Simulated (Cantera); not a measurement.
Charge: 1 mol SiCl₄, 0.82 mol N₂O, at 1.00 bar.

Cantera equilibrium calculation (NASA polynomials, part measured and part estimated; ideal gas, pure solids and liquids). Candidate condensed phases: Si, SiO₂, Si₂N₂O, Si₃N₄; 23 gas species. Kinetics and transport are ignored.

Question: Which condensed phases are stable at each of these points (T (°C)): 325, 400, 475, 550, 625, 700, 775, 850?

Answer: 
```
T (°C)  condensed phases  Si condensed (%)
------  ----------------  ----------------
325       SiO₂(α-quartz)              41.0
400       SiO₂(α-quartz)              41.0
475       SiO₂(α-quartz)              41.0
550       SiO₂(α-quartz)              41.0
625       SiO₂(β-quartz)              41.0
700       SiO₂(β-quartz)              41.0
775       SiO₂(β-quartz)              41.0
850       SiO₂(β-quartz)              41.0
```

From 325 °C to 550 °C the condensed part is SiO₂(α-quartz). From 625 °C to 850 °C the condensed part is SiO₂(β-quartz).
